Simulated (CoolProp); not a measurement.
Vapour-liquid equilibrium of carbon dioxide (1) + propylene (2) at 256.6 K; x and y are mole fractions of (1).

The numbers come from the multi-fluid Helmholtz-energy mixture model, Span 1996 and Lemmon 2013; pair parameters Bell 2016 in CoolProp.

```csv
x,"bubble pressure, mixture model (bar)","bubble pressure, Raoult's law (bar)","y, mixture model","y, Raoult's law"
0.05,4.988,4.366,0.318,0.251
0.125,7.150,5.748,0.539,0.476
0.2,9.098,7.130,0.651,0.614
0.275,10.83,8.512,0.719,0.707
0.35,12.35,9.895,0.765,0.774
0.425,13.69,11.28,0.800,0.824
0.5,14.90,12.66,0.828,0.864
0.575,16.00,14.04,0.852,0.896
0.65,17.04,15.42,0.874,0.922
0.725,18.05,16.81,0.896,0.944
0.8,19.06,18.19,0.920,0.962
0.875,20.09,19.57,0.946,0.978
0.95,21.15,20.95,0.976,0.992
```

The largest gap from Raoult's law is +27.6 % in bubble pressure, at x = 0.2. No azeotrope shows between x = 0.05 and 0.95.

The pair parameters rest on a limited set of measurements; away from them the model extrapolates.
